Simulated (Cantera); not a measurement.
Input (Python, Cantera) and output of one run.

```python
import numpy as np
import cantera as ct

gas_names = """
    C CH CH2 CH3 CH2OH CH3O CH4 CH3OH CO CO2 COOH C2 C2H CHCO,ketyl C2H2,acetylene C2H2,vinylidene
    CH2CO,ketene C2H3,vinyl CH3CO,acetyl C2H4 C2H4O,ethylen CH3CHO,ethanal CH3COOH (HCOOH)2 C2H5 C2H6
    CH3OCH3 C2H5OH C2O C3 C3H3,propargyl C3H4,allene C3H4,propyne C3H4,cyclo- C3H5,allyl C3H6,propylene
    C3H6,cyclo- C3H6O C3H7,n-propyl C3H7,i-propyl C3H8 C3H8O,1propanol C3H8O,2propanol C3O2 C4 C4H2
    C4H4,1,3-cyclo- C4H6,butadiene C4H6,2-butyne C4H6,cyclo- C4H8,1-butene C4H8,cis2-buten
    C4H8,tr2-butene C4H8,isobutene C4H8,cyclo- (CH3COOH)2 C4H9,n-butyl C4H9,i-butyl C4H9,s-butyl
    C4H9,t-butyl C4H10,isobutane C4H10,n-butane C5 C5H6,1,3cyclo- C5H8,cyclo- C5H10,1-pentene
    C5H10,cyclo- C5H11,pentyl C5H11,t-pentyl C5H12,n-pentane C5H12,i-pentane CH3C(CH3)2CH3 C6H2
    C6H5,phenyl C6H5O,phenoxy C6H6 C6H5OH,phenol C6H10,cyclo- C6H12,1-hexene C6H12,cyclo- C6H13,n-hexyl
    C7H7,benzyl C7H8 C7H8O,cresol C7H14,1-heptene C7H15,n-heptyl C7H16,n-heptane C8H8,styrene
    C8H10,ethylbenz C8H16,1-octene C8H17,n-octyl C8H18,isooctane C8H18,n-octane C9H19,n-nonyl
    C10H8,naphthale C10H21,n-decyl C12H9,o-bipheny C12H10,bipheny H HCO HO2 H2 HCHO,formaldehy HCOOH H2O
    H2O2 O OH O2 O3
""".split()
cond_names = """
    C(gr) C6H6(L) C7H8(L) C8H18(L),n-octa H2O(s) H2O(L)
""".split()


def load(file, names, dense=False):
    # The tables refer to 1 bar. Condensed volumes are neglected.
    table = {s.name: s for s in ct.Species.list_from_file(file)}
    out = []
    for n in names:
        d = dict(table[n].input_data)
        d["thermo"] = dict(d["thermo"], **{"reference-pressure": 1e5})
        if dense:
            d["equation-of-state"] = {"model": "constant-volume", "density": "1e6 g/cm^3"}
        out.append(ct.Species.from_dict(d))
    return out


gas = ct.Solution(thermo="ideal-gas", species=load("nasa_gas.yaml", gas_names))
cond = {s.name: ct.Solution(thermo="fixed-stoichiometry", species=[s], name=s.name)
        for s in load("nasa_condensed.yaml", cond_names, dense=True)}
atoms = {
    'CH3OH': {'C': 1, 'H': 4, 'O': 1},
    'H2O': {'H': 2, 'O': 1},
    'H2': {'H': 2},
}
top_T = {'C(gr)': 4500}  # K; cautious upper limits of use, not melting points


def equilibrate(T, P, feed):
    n = {}
    for name, mol in feed.items():
        for a, k in atoms[name].items():
            n[a] = n.get(a, 0.0) + k * mol
    gas.TPX = T, P, n
    mass = sum(n.values()) * gas.mean_molecular_weight
    gas.equilibrate("TP")
    valid = [c for c in cond.values() if c.min_temp <= T <= top_T.get(c.name, c.max_temp)]
    mix = ct.Mixture([(gas, mass / gas.mean_molecular_weight)] + [(c, 0.0) for c in valid])
    mix.T, mix.P = T, P
    mix.equilibrate("TP", solver="vcs", rtol=1e-11, max_steps=5000)
    return mix


results = []
feed = {'CH3OH': 1, 'H2O': 0.22, 'H2': 0.45}  # mol
T = 550  # K
P = 10000  # Pa
mix = equilibrate(T, P, feed)
results.append((T, P, feed, dict(zip(mix.species_names, mix.species_moles))))
print(gas.report(threshold=1e-06))
for i in range(1, mix.n_phases):
    print(f"{mix.phase(i).name:16s} {mix.phase_moles(i):12.5e} mol")
```

Output:

```
       temperature   550 K
          pressure   10000 Pa
           density   0.03807 kg/m^3
  mean mol. weight   17.409 kg/kmol
   phase of matter   gas

                          1 kg             1 kmol
                     ---------------   ---------------
          enthalpy       -9.0293e+06       -1.5719e+08  J
   internal energy       -9.2919e+06       -1.6177e+08  J
           entropy             13505        2.3512e+05  J/K
    Gibbs function       -1.6457e+07       -2.8651e+08  J
 heat capacity c_p            2351.2             40932  J/K
 heat capacity c_v            1873.6             32618  J/K

                      mass frac. Y      mole frac. X     chem. pot. / RT
                     ---------------   ---------------   ---------------
               CH4           0.34183           0.37094           -42.753
                CO        0.00034421        0.00021394            -59.24
               CO2           0.15763          0.062356           -117.59
                H2          0.010837          0.093582            -20.93
               H2O           0.48936           0.47291           -79.277
     [ +105 minor]        4.2461e-07        2.4574e-07

C(gr)             1.15329e-01 mol
H2O(L)            0.00000e+00 mol
```

Cantera equilibrium calculation (NASA polynomials, part measured and part estimated; ideal gas, pure solids and liquids).
